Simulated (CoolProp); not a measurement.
Vapour-liquid equilibrium of CHF3 (R23) (1) + R134a (2) at -77.95 °C; x and y are mole fractions of (1).

The numbers come from the multi-fluid Helmholtz-energy mixture model, Penoncello 2003 and Tillner-Roth 1994; pair parameters Bell 2016 in CoolProp.

```csv
x,bubble pressure (kPa),y at the bubble point,dew pressure at overall composition x (kPa),liquid density (mol/L)
0.05,10.22,0.594,4.560,15.16
0.15,21.87,0.828,5.077,15.62
0.25,33.54,0.900,5.726,16.10
0.35,45.36,0.935,6.566,16.61
0.45,57.42,0.956,7.693,17.14
0.55,69.74,0.970,9.286,17.69
0.65,82.32,0.980,11.71,18.26
0.75,95.10,0.988,15.84,18.86
0.85,108.0,0.994,24.45,19.47
0.95,121.0,0.998,53.22,20.10
```

No azeotrope shows between x = 0.05 and 0.95.

Pair parameters are fitted to limited data, so mixtures are less certain than the pure fluids.
